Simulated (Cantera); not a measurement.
Charge: 1 mol PbO, 0.32 mol N2, at 1398.15 K and 1000 Pa.

These are equilibrium values from Cantera (NASA tables, ideal gas, pure condensed phases), not measurements of a reactor. Candidate condensed phases: Pb, PbO, PbO2, Pb3O4; 12 gas species. Gases not in the tables: (PbO)n polymers. The numbers say what is thermodynamically allowed, not how fast it happens.

Base state: N2 0.726, PbO 0.218, Pb 0.0376, O2 0.0187, NO 0.000205 (mole fractions); condensed: PbO(l).

### Question
What changes in the equilibrium state with this change: PbO replaced by Pb?

### Answer
```
species        before     after
-----------  --------  --------
Pb             0.0376     0.757
N2              0.726     0.242
Pb2           3.46e-7  0.000140
PbO             0.218         0
O2             0.0187         0
NO           0.000205         0
PbO(l), mol     0.887         0
```

### Question
What changes in the equilibrium state with this change: pressure from 1000 Pa to 5600 Pa?

### Answer
```
species        before    after
-----------  --------  -------
N2              0.726    0.951
PbO             0.218   0.0389
Pb             0.0376  0.00674
O2             0.0187  0.00332
NO           0.000205  9.91e-5
PbO(l), mol     0.887    0.985
```

### Question
What changes in the equilibrium state with this change: temperature from 1398.15 K to 550 K?

### Answer
```
species          before  after
-------------  --------  -----
N2                0.726   1.00
PbO               0.218  <1e-9
Pb               0.0376  <1e-9
O2               0.0187  <1e-9
NO             0.000205  <1e-9
PbO(l), mol       0.887      0
PbO(red), mol         0   1.00
```
